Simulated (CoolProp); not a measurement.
A simple Rankine cycle with R11: condensing at 302.15 K, boiler at 1.65 MPa, turbine inlet 448.7 K, turbine efficiency 0.9, pump efficiency 0.7, no recuperator. Each further row changes one setting.

Computed with CoolProp (reference Helmholtz-energy equation of state, Jacobsen 1992).

```json
[
 {"case": "as stated", "thermal efficiency (%)": "___", "net work (kJ/kg)": "___", "heat in (kJ/kg)": "257", "turbine exit temperature (K)": "347.7", "volume ratio over the turbine": "___"},
 {"case": "turbine inlet 468.7 K", "thermal efficiency (%)": "19.4", "net work (kJ/kg)": "52.7", "heat in (kJ/kg)": "272", "turbine exit temperature (K)": "366.5", "volume ratio over the turbine": "12.1"},
 {"case": "condensing temperature 294.15 K", "thermal efficiency (%)": "20.6", "net work (kJ/kg)": "___", "heat in (kJ/kg)": "___", "turbine exit temperature (K)": "339.0", "volume ratio over the turbine": "16.0"},
 {"case": "boiler pressure 1.15 MPa", "thermal efficiency (%)": "17.2", "net work (kJ/kg)": "___", "heat in (kJ/kg)": "263", "turbine exit temperature (K)": "___", "volume ratio over the turbine": "8.44"},
 {"case": "turbine efficiency 0.8", "thermal efficiency (%)": "___", "net work (kJ/kg)": "43.7", "heat in (kJ/kg)": "257", "turbine exit temperature (K)": "356.8", "volume ratio over the turbine": "12.7"}
]
```

Question: Some entries are withheld; supply them.

Answer: 
- as stated, thermal efficiency (%): 19.2
- as stated, net work (kJ/kg): 49.4
- as stated, volume ratio over the turbine: 12.3
- condensing temperature 294.15 K, net work (kJ/kg): 54.3
- condensing temperature 294.15 K, heat in (kJ/kg): 264
- boiler pressure 1.15 MPa, net work (kJ/kg): 45.1
- boiler pressure 1.15 MPa, turbine exit temperature (K): 363.8
- turbine efficiency 0.8, thermal efficiency (%): 17.0
